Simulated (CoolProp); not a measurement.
A closed Brayton cycle with dry air: compressor inlet 325.15 K and 6.6 MPa, high pressure 17.6 MPa, turbine inlet 915 K, compressor efficiency 0.85, turbine efficiency 0.85, recuperator effectiveness 0.8 (on enthalpy, no pinch check). Each further row changes one setting.

Model: reference Helmholtz-energy equation of state, Lemmon 2000, in CoolProp. It is a pseudo-pure fit of the blend.

```tsv
case	thermal efficiency (%)	net work (kJ/kg)	compressor to turbine work	compressor exit (K)	turbine exit (K)
as stated	(withheld)	72.6	0.64	450.0	740.0
turbine inlet 865 K	24.8	61.5	0.68	450.0	(withheld)
compressor inlet 335.15 K	25.8	(withheld)	0.66	(withheld)	740.0
high pressure 15 MPa	(withheld)	66.8	0.61	427.3	(withheld)
recuperator effectiveness 0.5	(withheld)	72.6	0.64	450.0	740.0
```

Problem. What belongs in the gaps?

Solution. 
- as stated, thermal efficiency (%): 27.1
- turbine inlet 865 K, turbine exit (K): 698.0
- compressor inlet 335.15 K, net work (kJ/kg): 68.3
- compressor inlet 335.15 K, compressor exit (K): 463.6
- high pressure 15 MPa, thermal efficiency (%): 26.8
- high pressure 15 MPa, turbine exit (K): 765.9
- recuperator effectiveness 0.5, thermal efficiency (%): 20.1
